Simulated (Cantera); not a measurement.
A perfectly stirred reactor is fed with 3.75 % CH4, 0.413 % C2H6, 0.375 % C3H8, 20.0 % O2, 75.4 % N2, equivalence ratio 0.54, at 2630 Torr; it is adiabatic with a 625 K inlet, and is followed from long to short residence time, starting on the burning branch (τ in s: 0.46, 0.18, 0.071, 0.028, 0.011, 0.0043, 0.0017, 0.00067, 0.00026, 0.0001, 4e-05, 1.6e-05, 6.2e-06).

Computed with Cantera and GRI-Mech 3.0 (53 species, 325 reactions).

Problem. Predict: blow-out, bracketed by the residence times tried; x(CH4) at τ = 0.460 s; x(C2H6) at τ = 0.460 s; x(C3H8) at τ = 0.460 s; x(O) at τ = 0.460 s; x(H2O) at τ = 0.460 s; x(CH4) at τ = 1.70 ms; x(C2H6) at τ = 1.70 ms; x(C3H8) at τ = 1.70 ms; x(O) at τ = 1.70 ms; x(H2O) at τ = 1.70 ms.

Solution. 
| Quantity | Result |
|---|---|
| blow-out, bracketed by the residence times tried | burning at 0.100 ms, out at 40.0 µs |
| x(CH4) at τ = 0.460 s | 1.08e-6 |
| x(C2H6) at τ = 0.460 s | 2.25e-8 |
| x(C3H8) at τ = 0.460 s | 1.81e-8 |
| x(O) at τ = 0.460 s | 3.01e-5 |
| x(H2O) at τ = 0.460 s | 0.102 |
| x(CH4) at τ = 1.70 ms | 6.30e-5 |
| x(C2H6) at τ = 1.70 ms | 1.78e-6 |
| x(C3H8) at τ = 1.70 ms | 1.65e-6 |
| x(O) at τ = 1.70 ms | 0.000422 |
| x(H2O) at τ = 1.70 ms | 0.100 |
